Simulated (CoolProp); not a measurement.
Saturated liquid density (kg/m³) of ethane: the reference equation beside estimates from Tc = 32.2 °C, pc = 4872 kPa, ω = 0.099. Rackett uses Z = 0.29056 − 0.08775 ω.

Model: reference Helmholtz-energy equation of state, Bücker 2006, in CoolProp.

```csv
T (°C),reference,Rackett,van der Waals,Soave-Redlich-Kwong
-122.45,584.4,580.7,379.7,563.1
-118.75,580.1,576.6,(withheld),559.3
-115.05,575.8,572.4,374.5,555.3
-111.45,571.6,568.3,372.0,551.3
-107.75,567.2,(withheld),369.3,547.1
-104.05,562.8,(withheld),366.6,542.8
-100.35,558.3,555.2,363.8,538.5
-96.75,553.9,(withheld),361.0,534.1
-93.05,(withheld),546.4,358.2,529.5
```

What belongs in the gaps?


- -118.75, van der Waals: 377.1
- -107.75, Rackett: 564.0
- -104.05, Rackett: 559.6
- -96.75, Rackett: 550.9
- -93.05, reference: 549.4

Absolute difference from the reference over all 9 rows, mean and median: Rackett 0.6 and 0.6 %, van der Waals 34.9 and 34.9 %, Soave-Redlich-Kwong 3.6 and 3.6 %.
